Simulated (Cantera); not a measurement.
A perfectly stirred reactor is fed with 2.13 % C₃H₈, 97.9 % H₂, at 0.133 bar; it is held at 1575 K, and followed from long to short residence time.

Detailed kinetics in Cantera: GRI-Mech 3.0 (53 species, 325 reactions). GRI-Mech 3.0 was tuned for natural gas; its chemistry of propane as a main component is partial and can be far from experiment. GRI-Mech 3.0 stops at C3 and has no aromatics, soot or wall deposition, so with more carbon than oxygen in the feed, carbon stays in small species such as C2H2 where larger ones or solid carbon would form.

x: mole fraction; the columns are a selection and need not sum to one.

| τ (s) | x C₃H₈ | x H₂ | x C₂H | x CH₃ | x C₂H₂ | x CH₂ |
|---|---|---|---|---|---|---|
| 28 | 1.37e-7 | 0.964 | 8.71e-9 | 2.56e-5 | 0.0246 | 2.79e-9 |
| 11 | [?] | 0.963 | 8.73e-9 | [?] | 0.0237 | [?] |
| 4.2 | 8.69e-7 | 0.962 | 9.03e-9 | 4.13e-5 | 0.0226 | 5.06e-9 |
| 1.6 | 2.13e-6 | 0.961 | 9.94e-9 | 5.50e-5 | 0.0215 | 7.74e-9 |
| 0.63 | 4.88e-6 | 0.960 | 1.17e-8 | 7.39e-5 | 0.0206 | 1.26e-8 |
| 0.24 | 1.10e-5 | 0.959 | 1.46e-8 | 0.000102 | 0.0199 | 2.23e-8 |
| 0.095 | 2.35e-5 | 0.959 | 1.84e-8 | 0.000140 | 0.0192 | 3.95e-8 |
| 0.037 | 4.97e-5 | 0.958 | 2.31e-8 | 0.000192 | 0.0183 | 7.00e-8 |
| 0.014 | 0.000107 | 0.958 | 2.80e-8 | 0.000263 | 0.0170 | 1.22e-7 |
| 0.0055 | [?] | 0.957 | [?] | [?] | [?] | [?] |

**Question.** Some entries are withheld; supply them.

**Answer.** 
- 11, x C₃H₈: 3.44e-7
- 11, x CH₃: 3.18e-5
- 11, x CH₂: 3.59e-9
- 0.0055, x C₃H₈: 0.000226
- 0.0055, x C₂H: 3.14e-8
- 0.0055, x CH₃: 0.000348
- 0.0055, x C₂H₂: 0.0151
- 0.0055, x CH₂: 1.98e-7
